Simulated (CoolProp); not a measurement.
Properties of carbon monoxide along the isobar 3040 kPa.

Values from CoolProp's reference Helmholtz-energy equation of state, Lemmon 2006. It is a short technical equation, of lower accuracy than the large ones.

| T (°C) | phase | Z | speed of sound (m/s) | isothermal compressibility (1/MPa) |
|---|---|---|---|---|
| -180.95 | liquid | 0.1473 | 791.6 | 0.004218 |
| -168.05 | liquid | 0.1413 | 659.9 | 0.007508 |
| -155.25 | liquid | 0.1428 | 507.0 | 0.01765 |
| -142.35 | gas | 0.5299 | 179.1 | 1.065 |
| -129.55 | gas | 0.7243 | 215.7 | 0.4858 |
| -116.75 | gas | 0.8058 | 236.1 | 0.4158 |
| -103.85 | gas | 0.8566 | 252.6 | 0.3854 |
| -91.05 | gas | 0.8911 | 266.7 | 0.3684 |
| -78.15 | gas | 0.9163 | 279.4 | 0.3575 |
| -65.35 | gas | 0.9351 | 291.0 | 0.3501 |
| -52.45 | gas | 0.9496 | 302.0 | 0.3447 |
